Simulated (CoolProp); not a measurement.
Vapour-liquid equilibrium of R124 (1) + R142b (2) at 218.1 K; x and y are mole fractions of (1).

Values from CoolProp's multi-fluid Helmholtz-energy mixture model, de Vries 1995 and Lemmon 2006; pair parameters Bell 2016.

```tsv
x	bubble pressure (MPa)	y at the bubble point	dew pressure at overall composition x (MPa)	liquid density (mol/L)
0.05	0.009868	0.051	0.009868	12.80
0.125	0.009890	0.128	0.009889	12.71
0.2	0.009911	0.205	0.009910	12.62
0.275	0.009935	0.282	0.009932	12.53
0.35	0.009962	0.359	0.009959	12.44
0.425	0.009998	0.437	0.009992	12.35
0.5	0.01004	0.516	0.01003	12.26
0.575	0.01010	0.595	0.01009	12.18
0.65	0.01018	0.673	0.01015	12.09
0.725	0.01027	0.750	0.01024	12.00
0.8	0.01039	0.824	0.01035	11.92
0.875	0.01053	0.894	0.01049	11.83
0.95	0.01069	0.960	0.01066	11.75
```

No azeotrope shows between x = 0.05 and 0.95.

The pair parameters rest on a limited set of measurements; away from them the model extrapolates.
